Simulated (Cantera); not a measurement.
Cantera run:

```python
import numpy as np
import cantera as ct

gas_names = [...]  # 109 gases of nasa_gas.yaml made of C, Cl, H, Si
cond_names = """
    C(gr) C6H6(L) C7H8(L) C8H18(L),n-octa Si(cr) Si(L) SiC(b)
""".split()


# ... load() reads the species with a 1 bar reference pressure and builds the phases ...
atoms = {
    'SiHCl3': {'Si': 1, 'H': 1, 'CL': 3},
    'C3H8': {'C': 3, 'H': 8},
    'H2': {'H': 2},
}
top_T = {'C(gr)': 4500, 'SiC(b)': 3050}  # K; cautious upper limits of use, not melting points


# ... equilibrate(T, P, feed) seeds the gas with the atoms and calls Mixture.equilibrate('TP', solver="vcs", rtol=1e-11, max_steps=5000) ...
results = []
T = 950  # K
P = 100000  # Pa
for m in [2.6, 4.4, 7.3, 12, 20, 34, 56, 94, 160, 260]:
    feed = {'SiHCl3': 1, 'C3H8': 0.018, 'H2': m}  # mol
    mix = equilibrate(T, P, feed)
    results.append((T, P, feed, dict(zip(mix.species_names, mix.species_moles))))

top = {s: max(r[3][s] / sum(r[3][g] for g in gas_names) for r in results) for s in gas_names}
cols = sorted((s for s in top if top[s] > 1e-06), key=lambda s: -top[s])[:8]
seen = [c for c in cond_names if any(r[3].get(c, 0) > 1e-12 for r in results)]
print("log10 of partial pressures in bar; condensed amounts in mol")
print(f"{'n(H2)':>10s}" + "".join(f"{s[:9]:>10s}" for s in cols + seen))
for T, P, feed, n in results:
    ng = sum(n[g] for g in gas_names)
    print(f"{feed['H2']:10.4g}" + "".join(f"{np.log10(max(n[s] / ng * P / 1e5, 1e-99)):10.3f}" for s in cols)
          + "".join(f"{n.get(c, 0):10.4g}" for c in seen))
```

It prints:

```
log10 of partial pressures in bar; condensed amounts in mol
     n(H2)        H2     SiCL4    SiHCL3       HCL   SiH2CL2     SiCL3     SiCL2    SiH3CL    Si(cr)    SiC(b)
       2.6    -0.107    -0.855    -1.172    -2.129    -2.482    -3.172    -3.966    -4.396     0.131    0.0539
       4.4    -0.072    -1.041    -1.294    -2.158    -2.540    -3.312    -4.059    -4.389    0.1249   0.05383
       7.3    -0.047    -1.244    -1.434    -2.196    -2.617    -3.464    -4.160    -4.403    0.1196   0.05372
        12    -0.031    -1.460    -1.588    -2.242    -2.709    -3.626    -4.269    -4.432    0.1155   0.05353
        20    -0.020    -1.697    -1.760    -2.295    -2.816    -3.804    -4.387    -4.475    0.1133    0.0532
        34    -0.012    -1.955    -1.950    -2.356    -2.938    -3.997    -4.516    -4.529    0.1147   0.05263
        56    -0.008    -2.209    -2.138    -2.418    -3.060    -4.187    -4.643    -4.585    0.1212   0.05173
        94    -0.005    -2.484    -2.343    -2.485    -3.195    -4.394    -4.780    -4.650    0.1358   0.05017
       160    -0.003    -2.781    -2.564    -2.558    -3.342    -4.616    -4.929    -4.721    0.1631   0.04747
       260    -0.002    -3.068    -2.780    -2.630    -3.484    -4.832    -5.072    -4.792    0.2033   0.04336
```

Method: chemical equilibrium by Gibbs-energy minimisation in Cantera with the NASA 1993 tables (ideal gas, pure condensed phases). The tables' values for SiCl3 are old estimates; treat these amounts as uncertain.
